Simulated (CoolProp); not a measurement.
Hydrogen chloride at several states: Z from the reference equation and from simpler models built on Tc = 324.7 K, pc = 8.314 MPa, ω = 0.130; each cubic takes its own stable root.

The numbers come from the reference Helmholtz-energy equation of state, Thol 2018 in CoolProp.

```csv
T (K),p (MPa),phase,reference,Redlich-Kwong,Soave-Redlich-Kwong
222.6,0.599,liquid,0.01078,___,___
531.8,45.7,supercritical,0.8642,___,___
553.2,4.94,gas,0.9637,0.9650,0.9774
439.5,30.5,supercritical,___,0.7146,___
364.7,15.1,supercritical,___,0.4741,___
265,0.144,gas,0.9875,0.9895,0.9891
```

Some entries are withheld; supply them.


- 222.6, Redlich-Kwong: 0.9252
- 222.6, Soave-Redlich-Kwong: 0.01232
- 531.8, Redlich-Kwong: 0.9019
- 531.8, Soave-Redlich-Kwong: 0.9723
- 439.5, reference: 0.6649
- 439.5, Soave-Redlich-Kwong: 0.7666
- 364.7, reference: 0.4317
- 364.7, Soave-Redlich-Kwong: 0.5067

At some of these states Redlich-Kwong gives the other phase, because its saturation line lies elsewhere.
